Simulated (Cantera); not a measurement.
Input: 1 mol BCl3, 3 mol O2, 3.8 mol H2, equilibrated at 1025 K and 0.0610 bar.

Cantera equilibrium calculation (NASA polynomials, part measured and part estimated; ideal gas, pure solids and liquids). Candidate condensed phases: B, B2O3, B3O3H3, H2O; 33 gas species. Gases not in the tables: H3BO3. Equilibrium is a limit: real reactors are often held back by kinetics, nucleation or transport.

Base state: HCl 0.442, H2O 0.375, O2 0.166, Cl2 0.0149, (HBO2)3 0.00140, Cl 0.000277, HBO2 0.000108 (mole fractions); condensed: B2O3(l).

Task: What changes in the equilibrium state with this change: temperature from 1025 K to 2123 K?

Result: 
```tsv
species	before	after
HCl	0.442	0.345
H2O	0.375	0.295
O2	0.166	0.132
HBO2	0.000108	0.122
OH	6.80e-7	0.0111
Cl	0.000277	0.0770
Cl2	0.0149	0.000274
B2O3	<1e-9	0.00632
BO2	<1e-9	0.00553
O	<1e-9	0.00239
H2	<1e-9	0.00228
B2O3(l), mol	0.486	0
```
The tables' values for BOCl are old estimates; treat these amounts as uncertain.

Task: What changes in the equilibrium state with this change: pressure from 0.0610 bar to 0.00150 bar?

Result: 
```csv
species,before,after
HCl,0.442,0.463
H2O,0.375,0.362
O2,0.166,0.170
Cl2,0.0149,0.00269
HBO2,0.000108,0.000679
(HBO2)3,0.00140,0.000208
Cl,0.000277,0.000750
"B2O3(l), mol",0.486,0.496
```
